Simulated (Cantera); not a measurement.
A closed system holds: 1 mol MgSO₄, 0.12 mol CO₂, 0.15 mol H₂O, equilibrated at 800 K and 26.0 Pa.

Method: chemical equilibrium by Gibbs-energy minimisation in Cantera with the NASA 1993 tables (ideal gas, pure condensed phases). Candidate condensed phases: C, C₆H₆, C₇H₈, C₈H₁₈, H₂O, H₂SO₄, Mg, MgCO₃, MgO, Mg(OH)₂, MgS, MgSO₄, S; 130 gas species. The numbers say what is thermodynamically allowed, not how fast it happens.

Problem. What is the equilibrium state?

Solution. 
```
Quantity                                    Value
-----------------------------------  ------------
x(H₂O)                                      0.555
x(CO₂)                                      0.444
x(SO₂)                                   0.000496
x(O₂)                                    0.000248
x(SO₃)                                    4.34e-6
n(MgO(s))                            0.000135 mol
n(MgSO₄(s))                             1.000 mol
gas amount                             0.2702 mol
log10 activity of MgCO₃(s) (absent)         -5.29
log10 activity of H₂SO₄(l) (absent)        -15.00
log10 activity of S(l) (absent)            -19.17
```
